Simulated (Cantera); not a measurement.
**Si + SF₆ + H₂ + NF₃ (silicon etching in halogen gases)**

Feed: 1 mol Si, 2.8 mol SF₆, 0.54 mol H₂, 3.1 mol NF₃, equilibrated at 1077 °C and 13.3 mbar.

Cantera equilibrium calculation (NASA polynomials, part measured and part estimated; ideal gas, pure solids and liquids). Candidate condensed phases: S, Si, Si₃N₄; 52 gas species. The tables' values for SF₅ are old estimates; treat these amounts as uncertain. Rates play no part.

- x(F) = 0.398
- x(SF₆) = 0.258
- x(N₂) = 0.145
- x(HF) = 0.101
- x(SiF₄) = 0.0934
- x(SF₄) = 0.00327
- x(F₂) = 0.00126
- x(SF₅) = 6.16e-5
- x(SF₃) = 2.18e-6
- gas amount = 10.71 mol
- log10 activity of S(l) (absent) = -16.61
- log10 activity of Si(s) (absent) = -48.33
